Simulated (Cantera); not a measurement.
A perfectly stirred reactor is fed with H₂ : O₂ : N₂ = 0.16 : 1 : 0.51 (molar parts), equivalence ratio 0.080, at 0.0267 bar; it is held at 1250 K, and followed from long to short residence time.

Cantera simulation using the H2/O2 subset of GRI-Mech 3.0, which has no nitrogen chemistry; the numbers are that mechanism's predictions, not measurements. Radical loss at walls, strong at low pressure, is not modelled. The temperature is held fixed by assumption; the heat of reaction is taken as removed at once.

**Question.** What does this change do: pressure from 0.0267 bar to 0.0133 bar?

**Answer.** 
| quantity | before | after |
|---|---|---|
| x(H₂) at τ = 5.80 s | 7.30e-5 | 0.000140 |
| x(O₂) at τ = 5.80 s | 0.578 | 0.577 |
| x(H₂O₂) at τ = 5.80 s | 8.79e-8 | 6.89e-8 |
| x(H) at τ = 5.80 s | 2.75e-5 | 0.000110 |
| x(HO₂) at τ = 5.80 s | 1.21e-6 | 1.11e-6 |
| x(H₂) at τ = 27.0 ms | 0.00198 | 0.00317 |
| x(O₂) at τ = 27.0 ms | 0.566 | 0.554 |
| x(H₂O₂) at τ = 27.0 ms | 2.93e-7 | 1.49e-7 |
| x(H) at τ = 27.0 ms | 0.00470 | 0.0124 |
| x(HO₂) at τ = 27.0 ms | 6.40e-6 | 3.53e-6 |
